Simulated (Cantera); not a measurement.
Charge: 1 mol CH3SiCl3, 0.02 mol CH4, 430 mol H2, 0.45 mol C3H8, equilibrated at 100 Torr.

Method: chemical equilibrium by Gibbs-energy minimisation in Cantera with the NASA 1993 tables (ideal gas, pure condensed phases). Candidate condensed phases: C, C6H6, C7H8, C8H18, Si, SiC; 109 gas species. The feed counts by its element totals alone. Gases not in the tables: Si2H6 and higher silanes. Kinetics and transport are ignored.

### Question
Which condensed phases are stable at each of these points (T (°C)): 1502, 1602, 1702, 1802, 1902, 2002, 2102, 2202, 2302?

### Answer
```
T (°C)      condensed phases  Si condensed (%)
------  --------------------  ----------------
1502    C(graphite) + SiC(s)              99.8
1602    C(graphite) + SiC(s)              99.6
1702    C(graphite) + SiC(s)              98.8
1802    C(graphite) + SiC(s)              95.9
1902                  SiC(s)              83.6
2002                  SiC(s)              36.2
2102                gas only               0.0
2202                gas only               0.0
2302                gas only               0.0
```

From 1502 °C to 1802 °C the condensed part is C(graphite) + SiC(s). From 1902 °C to 2002 °C the condensed part is SiC(s). From 2102 °C to 2302 °C nothing is condensed.
